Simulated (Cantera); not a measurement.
Charge: 1 mol MgO, 0.18 mol H2, held at 1598.15 K and 6.10 mbar.

These are equilibrium values from Cantera (NASA tables, ideal gas, pure condensed phases), not measurements of a reactor. Candidate condensed phases: H2O, Mg, MgO, Mg(OH)2; 15 gas species. Rates play no part.

Base state: H2 0.997, H2O 0.00133, Mg 0.00133, H 0.000681 (mole fractions); condensed: MgO(s).

What changes in the equilibrium state with this change: MgO replaced by ZrN?


```tsv
species	before	after
H2	0.997	0.999
H	0.000681	0.000682
H2O	0.00133	0
Mg	0.00133	0
MgO(s), mol	1.000	0
ZrN(s), mol	0	1.00
```
ZrN: taken at fixed stoichiometry. Further candidate phases: Zr, ZrN.
